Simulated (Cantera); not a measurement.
Charge: 1 mol SiH2Cl2, 1 mol NO, 5.2 mol H2, held at 37.0 mbar.

Equilibrium computed with Cantera from the NASA thermochemical tables; the gas is ideal and each condensed phase is pure. Candidate condensed phases: H2O, NH4Cl, Si, SiO2, Si2N2O, Si3N4; 47 gas species. Kinetics and transport are ignored. All values below are at 700 °C.

Base state: H2 0.706, HCl 0.271, N2 0.0226 (mole fractions); condensed: SiO2(β-quartz) + Si2N2O(s).

Task: What changes in the equilibrium state with this change: SiH2Cl2 replaced by HMDSO?

Result: 
```csv
species,before,after
H2,0.706,0.995
CH4,0,0.00471
N2,0.0226,<1e-9
HCl,0.271,0
"SiO2(β-quartz), mol",0.333,0.750
"Si2N2O(s), mol",0.333,0.500
"C(graphite), mol",0,5.68
"SiC(s), mol",0,0.250
```
The feed counts by its element totals alone. Further candidate phases: C, C6H6, C7H8, C8H18, SiC.
